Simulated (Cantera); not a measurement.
Feed: 1 mol Pb, a varied amount of CO, 0.63 mol N₂, held at 1125 °C and 1.00 bar.

These are equilibrium values from Cantera (NASA tables, ideal gas, pure condensed phases), not measurements of a reactor. Candidate condensed phases: C, Pb, PbO, PbO₂, Pb₃O₄; 27 gas species. Equilibrium is a limit: real reactors are often held back by kinetics, nucleation or transport.

Question: At 0.31 mol CO, list the 4 most abundant gas species with their mole fractions, and the condensed phases.

Answer: N₂ 0.665, CO 0.327, Pb 0.00854, CO₂ 0.000187. Condensed: C(graphite) + Pb(l).
